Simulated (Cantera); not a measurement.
Cantera run, input and output.

```python
import numpy as np
import cantera as ct

gas = ct.Solution("h2o2.yaml")
gas.TPX = 1325, 1333, {'H2': 0.19, 'O2': 1}
reactor = ct.IdealGasConstPressureReactor(gas, energy="off", clone=False)
net = ct.ReactorNet([reactor])
net.rtol, net.atol = 1e-08, 1e-18
show = ['H2', 'O2', 'O', 'HO2', 'H']
times = np.geomspace(0.0003, 1, 11)

steps = ct.SolutionArray(gas, extra=["t"])
rows = []
print(f"{'t/s':>10s}{'T/K':>9s}{'P/Pa':>11s}" + "".join(f"{s:>11s}" for s in show))
for t in times:
    while net.time < t:
        t_next = net.step()
        steps.append(gas.state, t=t_next)
    rows.append([np.interp(t, steps.t, y) for y in (steps.T, steps.P, *steps(*show).X.T)])
    print(f"{t:10.3e}{rows[-1][0]:9.1f}{rows[-1][1]:11.4g}" + "".join(f"{x:11.3e}" for x in rows[-1][2:]))
rate = np.gradient(steps.T, steps.t)
print("integrator steps:", len(steps.t))
if steps.T.max() > steps.T[0] + 200:
    print(f"time of steepest temperature rise: {steps.t[rate.argmax()]:.4e} s")
gas.TPX = 1325, 1333, {'H2': 0.19, 'O2': 1}
gas.equilibrate("TP")
print(f"equilibrium (TP): T = {gas.T:.1f} K  " + "  ".join(f"{s} {gas[s].X[0]:.3e}" for s in show))
```

Output:

```
       t/s      T/K       P/Pa         H2         O2          O        HO2          H
 3.000e-04   1325.0       1333  1.596e-01  8.403e-01  8.046e-06  3.285e-07  9.262e-06
 6.752e-04   1325.0       1333  1.278e-01  8.204e-01  1.051e-02  3.206e-06  1.192e-02
 1.519e-03   1325.0       1333  6.634e-03  7.359e-01  7.633e-02  5.597e-06  4.280e-02
 3.420e-03   1325.0       1333  6.133e-03  7.435e-01  7.023e-02  5.670e-06  3.767e-02
 7.696e-03   1325.0       1333  5.246e-03  7.587e-01  5.764e-02  5.772e-06  2.829e-02
 1.732e-02   1325.0       1333  3.585e-03  7.830e-01  3.720e-02  5.690e-06  1.484e-02
 3.898e-02   1325.0       1333  1.568e-03  8.081e-01  1.553e-02  4.735e-06  4.021e-03
 8.773e-02   1325.0       1333  4.125e-04  8.212e-01  4.007e-03  2.652e-06  5.269e-04
 1.974e-01   1325.0       1333  8.766e-05  8.250e-01  8.481e-04  9.643e-07  5.134e-05
 4.443e-01   1325.0       1333  2.018e-05  8.260e-01  1.955e-04  2.989e-07  5.690e-06
 1.000e+00   1325.0       1333  5.506e-06  8.263e-01  5.350e-05  1.042e-07  8.146e-07
integrator steps: 1630
equilibrium (TP): T = 1325.0 K  H2 2.232e-07  O2 8.264e-01  O 2.183e-06  HO2 5.910e-08  H 6.737e-09
```

Detailed kinetics in Cantera: the H2/O2 subset of GRI-Mech 3.0, which has no nitrogen chemistry. Radical loss at walls, strong at low pressure, is not modelled. The temperature is held fixed by assumption; the heat of reaction is taken as removed at once.
